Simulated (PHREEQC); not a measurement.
Dissolve 0.0018 mol/kgw H2SeO4, 0.016 mol/kgw CaCl2 and 0.0086 mol/kgw HCl at 23 °C. Closed to the air; pH follows from the charge balance.

All values are PHREEQC results (ion-association model, wateq4f.dat), not measurements.

### Question
The ionic strength comes out as 0.0613 mol/kgw. What activity coefficients do Ca+2, Cl-, SeO4-2, H+, HSeO4- get?

### Answer
Ca+2 0.45, Cl- 0.80, SeO4-2 0.43, H+ 0.85, HSeO4- 0.81.

Precipitation was switched off in this run. Species that the database lacks are ignored.
